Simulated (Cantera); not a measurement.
Thermodynamics of chlorosilane synthesis and conversion, feed Si + HCl + H2

Charge: 1 mol Si, 0.85 mol HCl, 4.1 mol H2, held at 1 atm.

Method: chemical equilibrium by Gibbs-energy minimisation in Cantera with the NASA 1993 tables (ideal gas, pure condensed phases). Candidate condensed phases: Si; 19 gas species. The tables' values for SiCl3 are old estimates; treat these amounts as uncertain. Rates play no part.

```tsv
T (K)	log p H2	log p SiCl4	log p SiHCl3	log p HCl	n Si(s)
675	-0.02	-1.57	-1.61	-3.86	0.756
725	-0.02	-1.57	-1.62	-3.48	0.757
775	-0.02	-1.57	-1.63	-3.14	0.757
825	-0.02	-1.56	-1.64	-2.85	0.758
875	-0.02	-1.56	-1.65	-2.60	0.760
925	-0.02	-1.57	-1.66	-2.37	0.762
975	-0.02	-1.57	-1.67	-2.16	0.766
1025	-0.02	-1.58	-1.69	-1.98	0.770
1075	-0.02	-1.60	-1.71	-1.82	0.776
1125	-0.02	-1.62	-1.73	-1.68	0.782
```
log p: log10 of the partial pressure in bar; n: condensed amount in mol.

From 675 K to 1125 K the condensed part is Si(s). The main Si-bearing gas is SiCl4 throughout. The share of Si in condensed phases is highest at 1125 K (78.2 %) and lowest at 675 K (75.6 %).
